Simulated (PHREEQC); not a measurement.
PHREEQC input (ion-association model, wateq4f.dat):

```
SOLUTION_MASTER_SPECIES
  An  An-  0  An  62.0  # stands for a non-complexing anion
SOLUTION_SPECIES
  An- = An-
    -log_k 0
    -gamma 3.0 0
PHASES
  Fix_H+
    H+ = H+
    -log_k 0
SOLUTION 1
  temp 25
  units mmol/kgw
  pH 7 charge
  F 0.5
  Na 300.5
  An 300
END
SELECTED_OUTPUT 1
  -reset false
  -pH true
  -pe true
  -ionic_strength true
  -water true
  -totals F Na
  -molalities Hfo_wOH Hfo_wOH2+ Hfo_wO- Hfo_sOH Hfo_sOH2+ Hfo_sO- Hfo_wF Hfo_wOHF-
USER_PUNCH 1
  -headings sigma psi
  10 PUNCH EDL("sigma", "Hfo"), EDL("psi", "Hfo")
PRINT
  -reset false
USE solution 1
SURFACE 1
  Hfo_wOH 0.000188764 600 0.084
  Hfo_sOH 4.7191e-06
EQUILIBRIUM_PHASES 1
  Fix_H+ -3 HAn 10
    -force_equality true
  O2(g) -0.68 10
END
# ... the last block is repeated for the other 16 points of pH, with NaOH or the acid as the point needs
```

Selected output (columns that matter, 17 of 17 rows; pH added in front):

```
pH	mu	F	Na	m_Hfo_wOH	m_Hfo_wOH2+	m_Hfo_wO-	m_Hfo_sOH	m_Hfo_sOH2+	m_Hfo_sO-	m_Hfo_wF	m_Hfo_wOHF-	sigma	psi
3	0.30184	0.00045516	0.3005	5.8108e-07	0.00014334	5.3964e-11	1.9053e-08	4.7e-06	1.7695e-12	4.4567e-05	2.7695e-07	0.2829	0.11227
3.38	0.30108	0.00044807	0.3005	1.1846e-06	0.00013565	2.3698e-10	4.0853e-08	4.6782e-06	8.1727e-12	5.1241e-05	6.8595e-07	0.26736	0.10951
3.75	0.30077	0.00044474	0.3005	2.4817e-06	0.00013103	1.0768e-09	8.772e-08	4.6313e-06	3.8062e-11	5.3696e-05	1.5591e-06	0.25674	0.10751
4.12	0.30063	0.00044419	0.3005	5.2546e-06	0.00012769	4.9534e-09	1.8651e-07	4.5324e-06	1.7582e-10	5.25e-05	3.3118e-06	0.2468	0.10556
4.5	0.30057	0.00044605	0.3005	1.0946e-05	0.00012385	2.2161e-08	3.8314e-07	4.3352e-06	7.7573e-10	4.751e-05	6.4369e-06	0.23305	0.10272
4.88	0.30054	0.00045031	0.3005	2.1027e-05	0.00011796	8.5864e-08	7.1349e-07	4.0027e-06	2.9135e-09	3.9024e-05	1.0664e-05	0.21292	0.09826
5.25	0.30052	0.00045652	0.3005	3.5814e-05	0.0001092	2.6908e-07	1.1633e-06	3.547e-06	8.7403e-09	2.8934e-05	1.4547e-05	0.18748	0.092037
5.62	0.30051	0.00046409	0.3005	5.4833e-05	9.7318e-05	7.0777e-07	1.6928e-06	3.0044e-06	2.185e-08	1.9265e-05	1.664e-05	0.15882	0.084052
6	0.3005	0.00047234	0.3005	7.6637e-05	8.2844e-05	1.6241e-06	2.2449e-06	2.4267e-06	4.7574e-08	1.1438e-05	1.6221e-05	0.129	0.074311
6.38	0.30049	0.0004801	0.3005	9.7857e-05	6.7774e-05	3.2368e-06	2.7347e-06	1.894e-06	9.0455e-08	6.1917e-06	1.3705e-05	0.10077	0.063269
6.75	0.30048	0.00048651	0.3005	0.00011548	5.4155e-05	5.6414e-06	3.1092e-06	1.458e-06	1.5189e-07	3.1592e-06	1.0327e-05	0.07561	0.051399
7.12	0.30048	0.00049146	0.3005	0.00012871	4.2607e-05	8.9068e-06	3.3702e-06	1.1157e-06	2.3323e-07	1.5174e-06	7.0268e-06	0.052756	0.038459
7.5	0.30047	0.000495	0.3005	0.00013752	3.3193e-05	1.3052e-05	3.5315e-06	8.5242e-07	3.3517e-07	6.8075e-07	4.3235e-06	0.031274	0.024095
7.88	0.30047	0.00049723	0.3005	0.0001422	2.593e-05	1.7864e-05	3.6079e-06	6.5793e-07	4.5325e-07	2.9477e-07	2.478e-06	0.011092	0.008819
8.25	0.30047	0.00049849	0.30051	0.00014367	2.0359e-05	2.3227e-05	3.6207e-06	5.1306e-07	5.8535e-07	1.2737e-07	1.378e-06	-0.0082687	-0.0065886
8.62	0.30048	0.0004992	0.30052	0.00014263	1.5765e-05	2.9562e-05	3.5811e-06	3.9582e-07	7.4221e-07	5.4018e-08	7.4919e-07	-0.028512	-0.022094
9	0.30049	0.00049958	0.30054	0.00013896	1.1755e-05	3.763e-05	3.4817e-06	2.9454e-07	9.4284e-07	2.1955e-08	3.9784e-07	-0.051541	-0.037703
```

The oxide is taken as insoluble; below pH 4 it would dissolve.
